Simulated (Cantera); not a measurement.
An isothermal plug-flow reactor at 1275 K and 1.01 bar (inlet), inlet velocity 0.43 m/s, active area per volume 120 1/m; feed 0.622 % CH4, 13.1 % O2, 86.3 % N2.

Cantera simulation using Deutschmann's 1995 Pt surface mechanism with GRI-Mech 3.0 gas chemistry; the numbers are that mechanism's predictions, not measurements. Catalytic surfaces can have several steady states; this one follows from the mechanism file's or the stated starting coverage. Mass transfer to the wall is taken as infinitely fast.

x: gas mole fraction; θ: surface coverage.

```csv
z (m),x CH4,x O2,x H2O,x CO2,x CO,θ free Pt,θ O*
3e-05,0.00619,0.131,…,2.64e-5,5.06e-6,0.481,0.519
5.1e-05,0.00617,0.131,…,4.64e-5,7.08e-6,0.481,0.519
8.4e-05,0.00614,0.131,…,7.89e-5,8.86e-6,0.481,0.519
0.00014,0.00608,0.131,…,0.000136,1.00e-5,0.481,0.518
0.00023,0.00598,0.131,…,0.000227,1.03e-5,0.481,0.518
0.00039,0.00581,0.130,…,0.000387,1.02e-5,0.481,0.518
0.00065,0.00554,0.130,…,0.000638,9.87e-6,0.482,0.518
0.0011,0.00507,0.129,…,0.00105,9.72e-6,0.482,0.518
0.0018,0.00434,0.128,…,0.00164,1.12e-5,0.482,0.517
0.003,0.00281,0.125,…,0.00282,4.46e-5,0.484,0.516
```

Task: Complete the blanks.

Result: 
- 3e-05, x H2O: 6.32e-5
- 5.1e-05, x H2O: 0.000107
- 8.4e-05, x H2O: 0.000176
- 0.00014, x H2O: 0.000293
- 0.00023, x H2O: 0.000479
- 0.00039, x H2O: 0.000805
- 0.00065, x H2O: 0.00132
- 0.0011, x H2O: 0.00219
- 0.0018, x H2O: 0.00347
- 0.003, x H2O: 0.00615
